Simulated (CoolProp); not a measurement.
R1234ze(Z) along the isobar 197 bar: fugacity coefficient from the reference equation and from simpler models built on Tc = 423.3 K, pc = 35.31 bar, ω = 0.327; each cubic takes its own stable root.

Computed with CoolProp (reference Helmholtz-energy equation of state, Akasaka 2019).

```
T (K)   phase  reference
-----  ------  ---------
293.2  liquid    0.01463
302.7  liquid    0.01979
312.2  liquid    0.02614
321.7  liquid    0.03379
331.2  liquid    0.04285
340.7  liquid    0.05339
350.2  liquid    0.06545
359.7  liquid    0.07907
369.2  liquid    0.09424
378.7  liquid     0.1109
388.2  liquid     0.1291
```

Task: How far does each simpler model (Redlich-Kwong, Peng-Robinson) lie from the reference over these 11 states: mean and median of the absolute difference, and the worst?

Result: 
- Redlich-Kwong: mean 72.1 %, median 66.9 %, worst +124.7 % at 293.2 K and 197 bar
- Peng-Robinson: mean 7.8 %, median 7.8 %, worst +8.1 % at 388.2 K and 197 bar
